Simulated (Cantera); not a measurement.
N2O furnace oxynitridation

An isothermal, constant-pressure homogeneous reactor starts with N₂O : H₂O = 1 : 0.041 (molar parts), at 1100 K and 1.01 bar.

Model: GRI-Mech 3.0 (53 species, 325 reactions), integrated in Cantera. GRI-Mech 3.0 was tuned for natural gas; its chemistry of N2O as a main component is partial and can be far from experiment. The mechanism lacks the step 2 NO + O2 → 2 NO2, which can matter for NO2 below about 1400 K. The temperature is held fixed by assumption; the heat of reaction is taken as removed at once.

```
t (s)     x N₂O   x H₂O      x O₂      x N₂      x O
--------  -----  ------  --------  --------  -------
3.00e-6   0.961  0.0394   1.79e-8   1.44e-7  1.06e-7
7.82e-6   0.961  0.0394   1.02e-7   4.30e-7  2.15e-7
2.04e-5   0.961  0.0394   4.79e-7   1.33e-6  3.25e-7
5.31e-5   0.961  0.0394   1.69e-6   3.92e-6  3.57e-7
0.000138  0.961  0.0394   4.93e-6   1.08e-5  3.58e-7
0.000361  0.961  0.0394   1.34e-5   2.87e-5  3.58e-7
0.000940  0.960  0.0394   3.55e-5   7.57e-5  3.57e-7
0.00245   0.960  0.0394   9.38e-5  0.000199  3.56e-7
0.00638   0.960  0.0394  0.000248  0.000524  3.56e-7
0.0166    0.959  0.0394  0.000650   0.00138  3.53e-7
0.0434    0.955  0.0393   0.00169   0.00359  3.45e-7
0.113     0.947  0.0392   0.00439   0.00929  3.29e-7
0.294     0.925  0.0389    0.0113    0.0236  3.09e-7
0.767     0.872  0.0382    0.0281    0.0585  2.88e-7
2.00      0.754  0.0366    0.0659     0.136  2.63e-7
```
x: mole fraction; the columns are a selection and need not sum to one.

Equilibrium at this temperature and pressure: N₂O 6.62e-9, H₂O 0.0266, O₂ 0.324, N₂ 0.649, O 1.42e-9 (gas phase only).
